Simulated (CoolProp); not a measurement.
Saturation properties of CH2F2 (R32) (Tc = 351.3 K, pc = 57.83 bar, ω = 0.277).

Computed with CoolProp (reference Helmholtz-energy equation of state, Tillner-Roth 1997).

```
T (K)  p (bar)  liquid viscosity (µPa s)  vapour viscosity (µPa s)
-----  -------  ------------------------  ------------------------
163.1  0.01445                       864                      7.21
169.5  0.02722                       743                      7.49
175.9  0.04863                       647                      7.78
182.3  0.08289                       570                      8.07
188.7   0.1355                       505                      8.36
195.1   0.2134                       452                      8.65
201.5   0.3252                       406                      8.94
207.8   0.4780                       368                      9.23
214.2   0.6884                       333                      9.53
220.6   0.9677                       304                      9.82
```

It boils at 221.5 K under 1 atm.

Viscosity comes from a separate model (Bell 2016), an estimate that may be off by 10 % or more.
